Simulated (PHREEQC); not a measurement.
0.2 g of hydrous ferric oxide (600 m²/g; 0.2 weak and 0.005 strong sites per Fe, Dzombak-Morel constants, diffuse double layer) in 1 kg of water with 0.001 mol/kgw of an inert sodium salt and 6.8e-06 mol/kgw CuCl2 and 6.2e-06 mol/kgw SrCl2, at 25 °C; the pH is set by adding NaOH or the inert anion's acid. Oxygen is held at 0.21 atm. The system is closed to CO2. Nothing may precipitate in this run.

The series has 13 steps of pH, from 3 to 9.

Equilibrium calculation in PHREEQC: ion-association model, wateq4f.dat.

### Question
Near which pH is half of the Cu sorbed, and on which side is more sorbed?

### Answer
Near pH 5.1, with more sorbed at higher pH.

### Question
Near which pH is half of the Sr sorbed, and on which side is more sorbed?

### Answer
Near pH 8.4, with more sorbed at higher pH.

The database's constant for dissolved Cu(OH)2 is higher than later reviews accept. The oxide is taken as insoluble; below pH 4 it would dissolve.
